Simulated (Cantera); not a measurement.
Charge: 1 mol CCl4, 0.058 mol CH4, 0.74 mol H2.

Cantera equilibrium calculation (NASA polynomials, part measured and part estimated; ideal gas, pure solids and liquids). Candidate condensed phases: C, C6H6, C7H8, C8H18; 91 gas species. Rates play no part.

Stable condensed phases, one row left out:

```
T in K \ P in Pa
              1    6.8     46    320   2200  15000 100000
   3075       A      A      A      A      B      B      B
   3025       A      A      A      A      B      B      B
   2975       A      A      A      A      B      B      B
   2925       A      A      A      B      B      B      B
   2875       A      A      A      B      B      B      B
   2825       A      A      A      B      B      B      B
   2775       A      A      B      B      B      B      B
   2725       A      A      B      B      B      B      B
   2675       A      A      B      B      B      B      B
   2625       A      B      B      B      B      B      B
   2575       A      B      B      B      B      B      B
   2475       B      B      B      B      B      B      B
```

A: gas only; B: C.

Q: Give the row for 2525 K.

A: 1: gas only; 6.8: C; 46: C; 320: C; 2200: C; 15000: C; 100000: C.
